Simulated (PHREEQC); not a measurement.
0.15 g of hydrous ferric oxide (600 m²/g; 0.2 weak and 0.005 strong sites per Fe, Dzombak-Morel constants, diffuse double layer) in 1 kg of water with 0.005 mol/kgw of an inert sodium salt, at 25 °C; the pH is set by adding NaOH or the inert anion's acid. O2 is buffered at 0.21 atm. CO2 from the air is kept out. No solid was allowed to form.

Base run: PHREEQC, ion-association model, wateq4f.dat. Each further column changes one thing. The table gives surface charge σ (C/m²).

| pH | base | background salt from 0.005 to 0.0005 mol/kgw | oxide from 0.15 to 0.75 g/kgw | 0.00012 mol/kgw BaCl2 added |
|---|---|---|---|---|
| 3 | 0.303 | 0.241 | 0.307 | 0.305 |
| 4.5 | 0.131 | 0.062 | 0.133 | 0.134 |
| 5.5 | 0.060 | 0.023 | 0.060 | 0.061 |
| 7 | 0.013 | 0.004 | 0.013 | 0.013 |
| 8.5 | -0.004 | -0.001 | -0.004 | -0.003 |
| 9.5 | -0.018 | -0.006 | -0.018 | -0.013 |
| 11 | -0.081 | -0.049 | -0.082 | -0.034 |

The oxide is taken as insoluble; below pH 4 it would dissolve.
